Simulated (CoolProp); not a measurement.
Properties of chloromethane (R40) along the isotherm 467.8 K.

Computed with CoolProp (reference Helmholtz-energy equation of state, Thol 2014).

| p (MPa) | phase | Z | cp (kJ/(kg K)) | cv (kJ/(kg K)) |
|---|---|---|---|---|
| 2.17 | gas | 0.9176 | 1.161 | 0.9175 |
| 4.33 | gas | 0.8285 | 1.325 | 0.9521 |
| 6.5 | gas | 0.7295 | 1.596 | 0.9902 |
| 8.66 | supercritical | 0.6194 | 2.109 | 1.031 |
| 10.8 | supercritical | 0.5060 | 3.003 | 1.065 |
| 13 | supercritical | 0.4335 | 3.231 | 1.065 |
| 15.2 | supercritical | 0.4210 | 2.791 | 1.043 |
| 17.3 | supercritical | 0.4335 | 2.466 | 1.024 |
| 19.5 | supercritical | 0.4563 | 2.247 | 1.009 |
| 21.7 | supercritical | 0.4836 | 2.102 | 0.9983 |
| 23.8 | supercritical | 0.5115 | 2.003 | 0.9904 |
| 26 | supercritical | 0.5420 | 1.926 | 0.9838 |
| 28.1 | supercritical | 0.5715 | 1.870 | 0.9789 |
| 30.3 | supercritical | 0.6028 | 1.822 | 0.9746 |
| 32.5 | supercritical | 0.6342 | 1.783 | 0.9711 |
| 34.6 | supercritical | 0.6642 | 1.752 | 0.9684 |

The peak of cp marks the crossing from liquid-like to gas-like fluid above the critical point.
